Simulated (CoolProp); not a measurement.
A simple Rankine cycle with R11: condensing at 316.15 K, boiler at 0.731 MPa, turbine inlet 407.7 K, turbine efficiency 0.9, pump efficiency 0.7, no recuperator. Each further row changes one setting.

Computed with CoolProp (reference Helmholtz-energy equation of state, Jacobsen 1992).

```
case                             thermal efficiency (%)  net work (kJ/kg)  heat in (kJ/kg)  turbine exit temperature (K)  volume ratio over the turbine
-------------------------------  ----------------------  ----------------  ---------------  ----------------------------  -----------------------------
as stated                                             …              25.4              226                         358.4                           3.58
turbine inlet 427.7 K                              11.3              27.1              240                             …                              …
condensing temperature 308.15 K                    12.9              30.0              233                         350.1                           4.53
boiler pressure 0.512 MPa                             …              19.5              229                         372.0                              …
turbine efficiency 0.8                             10.0              22.6              226                         362.9                           3.63
```

Fill in the missing entries.


- as stated, thermal efficiency (%): 11.2
- turbine inlet 427.7 K, turbine exit temperature (K): 377.5
- turbine inlet 427.7 K, volume ratio over the turbine: 3.56
- boiler pressure 0.512 MPa, thermal efficiency (%): 8.5
- boiler pressure 0.512 MPa, volume ratio over the turbine: 2.53
